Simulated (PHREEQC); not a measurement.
Solution (25 °C): 0.0056 mol TMAH and 0.012 mol Na2SiO3 per kg of water. Closed to the air; pH follows from the charge balance.

All values are PHREEQC results (ion-association model, phreeqc.dat), not measurements.

Each row changes one thing in this solution. No solid was allowed to form.

```
case                                               pH  ionic strength (mol/kgw)
----------------------------------------------  -----  ------------------------
as made                                         12.13                    0.0311
TMAH left out                                   11.97                         ?
0.0054 mol/kgw KCl added                            ?                         ?
TMAH from 0.0056 to 0.028 mol/kgw                   ?                    0.0551
0.00013 mol/kgw NaF added                       12.13                    0.0312
Na2SiO3 replaced by NaHF2 at the same molality   3.60                    0.0178
diluted 5-fold with water                           ?                   0.00598
```

### Question
Some entries are withheld; supply them.

### Answer

- TMAH left out, ionic strength (mol/kgw): 0.0250
- 0.0054 mol/kgw KCl added, pH: 12.12
- 0.0054 mol/kgw KCl added, ionic strength (mol/kgw): 0.0365
- TMAH from 0.0056 to 0.028 mol/kgw, pH: 12.47
- diluted 5-fold with water, pH: 11.50

Species that the database lacks are ignored. (CH3)4N+ isn't in the database: it is added as a free cation with an ion size of 4 Å.
